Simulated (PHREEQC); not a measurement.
Copper plating or etch bath (model solution)

A solution holds 6.2 mmol/kgw Cu(BF4)2 and 18 mmol/kgw Na2SO4, at 25 °C. Closed to the air; pH follows from the charge balance.

Model: ion-association model, phreeqc.dat, run in PHREEQC.

This is a speciation only: nothing precipitates in the calculation.

**Question.** Estimate the pH.

**Answer.** pH 3.00.

**Question.** In which forms is Na present?

**Answer.** Na+ 97 %, NaSO4- 2.9 % of the Na.

Species that the database lacks are ignored. Real BF4- forms and hydrolyses slowly; the run takes it at equilibrium.
